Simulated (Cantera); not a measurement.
Cantera run:

```python
import numpy as np
import cantera as ct

gas_names = """
    F F2 H HF H2 H2F2 H3F3 H4F4 H5F5 H6F6 H7F7 Si SiF SiF2 SiF3 SiF4 SiH SiHF3 SiH2 SiH2F2 SiH3 SiH3F
    SiH4 Si2 Si3
""".split()
cond_names = """
    Si(cr) Si(L)
""".split()


# ... load() reads the species with a 1 bar reference pressure and builds the phases ...
atoms = {
    'Si': {'Si': 1},
    'F2': {'F': 2},
    'H2': {'H': 2},
}
top_T = {}  # K; cautious upper limits of use, not melting points


# ... equilibrate(T, P, feed) seeds the gas with the atoms and calls Mixture.equilibrate('TP', solver="vcs", rtol=1e-11, max_steps=5000) ...
results = []
feed = {'Si': 1, 'F2': 7.9, 'H2': 2.2}  # mol
P = 1000  # Pa
for T in [548, 623, 698, 773, 848, 923, 998, 1073, 1148, 1223, 1298, 1373, 1448, 1523]:
    mix = equilibrate(T, P, feed)
    results.append((T, P, feed, dict(zip(mix.species_names, mix.species_moles))))

top = {s: max(r[3][s] / sum(r[3][g] for g in gas_names) for r in results) for s in gas_names}
cols = sorted((s for s in top if top[s] > 0.0001), key=lambda s: -top[s])[:9]
seen = [c for c in cond_names if any(r[3].get(c, 0) > 1e-12 for r in results)]
print("log10 of partial pressures in bar; condensed amounts in mol")
print(f"{'T/K':>10s}" + "".join(f"{s[:9]:>10s}" for s in cols + seen))
for T, P, feed, n in results:
    ng = sum(n[g] for g in gas_names)
    print(f"{T:10.4g}" + "".join(f"{np.log10(max(n[s] / ng * P / 1e5, 1e-99)):10.3f}" for s in cols)
          + "".join(f"{n.get(c, 0):10.4g}" for c in seen))
```

Result:

```
log10 of partial pressures in bar; condensed amounts in mol
       T/K         F        HF        F2      SiF4
       548    -5.716    -2.316    -2.391    -2.959
       623    -4.787    -2.316    -2.392    -2.959
       698    -4.058    -2.317    -2.397    -2.961
       773    -3.475    -2.323    -2.417    -2.966
       848    -3.013    -2.337    -2.471    -2.981
       923    -2.664    -2.365    -2.595    -3.009
       998    -2.433    -2.404    -2.832    -3.048
      1073    -2.312    -2.437    -3.194    -3.080
      1148    -2.264    -2.454    -3.624    -3.097
      1223    -2.248    -2.460    -4.053    -3.103
      1298    -2.242    -2.462    -4.452    -3.106
      1373    -2.240    -2.463    -4.813    -3.107
      1448    -2.239    -2.463    -5.140    -3.107
      1523    -2.238    -2.464    -5.436    -3.107
```

Equilibrium computed with Cantera from the NASA thermochemical tables; the gas is ideal and each condensed phase is pure.
